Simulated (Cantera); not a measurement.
**Equilibrium for tantalum, niobium, vanadium and zirconium in process gases: V + NH3 + N2**

Charge: 1 mol V, 2 mol NH3, 7.5 mol N2, held at 61.0 Pa.

Equilibrium computed with Cantera from the NASA thermochemical tables; the gas is ideal and each condensed phase is pure. Candidate condensed phases: V, VN; 11 gas species. VN: taken at fixed stoichiometry. Condensed phases not in the tables: V2N, N, O or C dissolved in the metal. Rates play no part.

From 752 °C to 1502 °C the condensed part is VN(s). From 1652 °C to 1802 °C the condensed part is V(s). From 1952 °C to 2102 °C nothing is condensed.

```csv
T (°C),x N2,x H2,x H,x V,x N,x VN,x NH,n VN(s),n V(s)
752,0.727,0.273,9.21e-8,<1e-12,<1e-12,<1e-12,<1e-12,1.00,0
902,0.727,0.273,2.59e-6,<1e-12,<1e-12,<1e-12,<1e-12,1.00,0
1052,0.727,0.273,3.46e-5,2.26e-12,<1e-12,<1e-12,<1e-12,1.00,0
1202,0.727,0.273,0.000274,1.76e-9,1.09e-12,<1e-12,1.12e-12,1.00,0
1352,0.727,0.272,0.00149,3.95e-7,4.02e-11,1.29e-11,1.64e-11,1.000,0
1502,0.725,0.269,0.00608,3.49e-5,8.03e-10,1.15e-9,1.52e-10,1.000,0
1652,0.731,0.248,0.0193,0.00116,1.01e-8,3.87e-8,9.67e-10,0,0.987
1802,0.712,0.226,0.0512,0.0113,8.75e-8,3.72e-7,4.56e-9,0,0.866
1952,0.643,0.172,0.109,0.0756,5.44e-7,2.38e-6,1.53e-8,0,0
2102,0.613,0.118,0.196,0.0721,2.74e-6,2.21e-6,4.19e-8,0,0
```
x: gas mole fraction; n: condensed amount in mol.
